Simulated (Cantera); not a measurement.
A closed system holds: 1 mol SiH4, 0.31 mol O2, equilibrated at 61000 Pa.

Equilibrium computed with Cantera from the NASA thermochemical tables; the gas is ideal and each condensed phase is pure. Candidate condensed phases: H2O, Si, SiO2; 18 gas species. Each liquid is taken as pure. Mutual solubility and eutectic melting of coexisting phases are not modelled. The tables hold silica as quartz up to 1696 K and as liquid above; real silica turns to tridymite and cristobalite and melts near 1996 K. Gases not in the tables: Si2H6 and higher silanes. Equilibrium is a limit: real reactors are often held back by kinetics, nucleation or transport.

Problem. What share of the Si ends up in condensed phases as a function of T (°C), at 1250, 1300, 1350, 1400, 1450, 1500, 1550, 1600, 1650?

Solution. 
| T (°C) | Si condensed (%) | as |
|---|---|---|
| 1250 | 99.7 | Si(s) + SiO2(β-quartz) |
| 1300 | 99.4 | Si(s) + SiO2(β-quartz) |
| 1350 | 98.7 | Si(s) + SiO2(β-quartz) |
| 1400 | 97.1 | Si(s) + SiO2(β-quartz) |
| 1450 | 94.3 | Si(l) + SiO2(condensed) |
| 1500 | 89.3 | Si(l) + SiO2(condensed) |
| 1550 | 80.3 | Si(l) + SiO2(condensed) |
| 1600 | 63.8 | Si(l) + SiO2(condensed) |
| 1650 | 38.0 | Si(l) |
